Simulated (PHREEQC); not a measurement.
0.78 g of hydrous ferric oxide (600 m²/g; 0.2 weak and 0.005 strong sites per Fe, Dzombak-Morel constants, diffuse double layer) in 1 kg of water with 0.3 mol/kgw of an inert sodium salt and 1.3e-05 mol/kgw BaCl2, at 25 °C; the pH is set by adding NaOH or the inert anion's acid. O2 is buffered at 0.21 atm. CO2 from the air is kept out. Precipitation was switched off in this run.

Model: ion-association model, wateq4f.dat, run in PHREEQC.

Task: Predict Ba sorbed (%) at pH = 3, 5.67, 7, 8.33.

Result: 
| pH | Ba sorbed (%) |
|---|---|
| 3 | 0.0 |
| 5.67 | 0.1 |
| 7 | 5.8 |
| 8.33 | 78.8 |

The oxide is taken as insoluble; below pH 4 it would dissolve.
